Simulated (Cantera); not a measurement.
Feed: 1 mol CH₃SiH₃, 0.27 mol C₂H₄, 41 mol H₂, equilibrated at 1275 K and 410 Pa.

Method: chemical equilibrium by Gibbs-energy minimisation in Cantera with the NASA 1993 tables (ideal gas, pure condensed phases). Candidate condensed phases: C, C₆H₆, C₇H₈, C₈H₁₈, Si, SiC; 87 gas species. The feed counts by its element totals alone. Equilibrium is a limit: real reactors are often held back by kinetics, nucleation or transport.

Base state: H₂ 1.000, CH₄ 3.80e-5, H 1.15e-5 (mole fractions); condensed: C(graphite) + SiC(s).

### Question
What changes in the equilibrium state with this change: temperature from 1275 K to 1823 K?

### Answer
```json
[
 {"species": "H₂", "before": "1.000", "after": "0.993"},
 {"species": "H", "before": "1.15e-5", "after": "0.00674"},
 {"species": "C₂H₂ (acetylene)", "before": "3.84e-7", "after": "0.000210"},
 {"species": "Si", "before": "<1e-9", "after": "2.88e-5"},
 {"species": "CH₄", "before": "3.80e-5", "after": "2.88e-6"},
 {"species": "C(graphite), mol", "before": "0.538", "after": "0.522"},
 {"species": "SiC(s), mol", "before": "1.00", "after": "0.999"}
]
```
